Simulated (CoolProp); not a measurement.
Vapour-liquid equilibrium of isohexane (1) + ethanol (2) at 365.5 K; x and y are mole fractions of (1).

The numbers come from the multi-fluid Helmholtz-energy mixture model, Lemmon 2006 and Schroeder 2014; pair parameters Bell 2016 in CoolProp.

```
x     bubble pressure, mixture model (MPa)  bubble pressure, Raoult's law (MPa)  y, mixture model  y, Raoult's law
----  ------------------------------------  -----------------------------------  ----------------  ---------------
0.05                                0.2267                               0.1755             0.268            0.072
0.15                                0.2920                               0.1838             0.466            0.208
0.25                                0.3204                               0.1921             0.536            0.331
0.35                                0.3314                               0.2004             0.566            0.444
0.45                                0.3355                               0.2087             0.582            0.549
0.55                                0.3372                               0.2170             0.595            0.645
0.65                                0.3372                               0.2253             0.614            0.734
0.75                                0.3331                               0.2336             0.650            0.817
0.85                                0.3190                               0.2420             0.719            0.894
0.95                                0.2844                               0.2503             0.863            0.966
```

The largest gap from Raoult's law is +66.8 % in bubble pressure, at x = 0.25. y crosses x between x = 0.55 and 0.65: the model has an azeotrope there.

The pair parameters rest on a limited set of measurements; away from them the model extrapolates. With so large a gap from Raoult's law the liquid may split in two, which this calculation doesn't test in full.
